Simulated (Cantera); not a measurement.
Charge: 1 mol SiH4, 0.7 mol O3, 0.33 mol H2, held at 0.00133 bar.

Method: chemical equilibrium by Gibbs-energy minimisation in Cantera with the NASA 1993 tables (ideal gas, pure condensed phases). Candidate condensed phases: H2O, Si, SiO2; 18 gas species. The tables hold silica as quartz up to 1696 K and as liquid above; real silica turns to tridymite and cristobalite and melts near 1996 K. Equilibrium is a limit: real reactors are often held back by kinetics, nucleation or transport.

**Question.** Which condensed phases are stable at each of these points (T (K)): 523, 623, 723, 823, 923, 1023, 1123, 1223, 1323, 1423, 1523, 1623, 1723, 1823?

**Answer.** 
```
T (K)  condensed phases  Si condensed (%)
-----  ----------------  ----------------
523      SiO2(α-quartz)             100.0
623      SiO2(α-quartz)             100.0
723      SiO2(α-quartz)             100.0
823      SiO2(α-quartz)             100.0
923      SiO2(β-quartz)             100.0
1023     SiO2(β-quartz)             100.0
1123     SiO2(β-quartz)             100.0
1223     SiO2(β-quartz)             100.0
1323     SiO2(β-quartz)             100.0
1423     SiO2(β-quartz)             100.0
1523     SiO2(β-quartz)             100.0
1623     SiO2(β-quartz)              99.8
1723    SiO2(condensed)              98.5
1823    SiO2(condensed)              92.4
```

From 523 K to 823 K the condensed part is SiO2(α-quartz). From 923 K to 1623 K the condensed part is SiO2(β-quartz). From 1723 K to 1823 K the condensed part is SiO2(condensed).
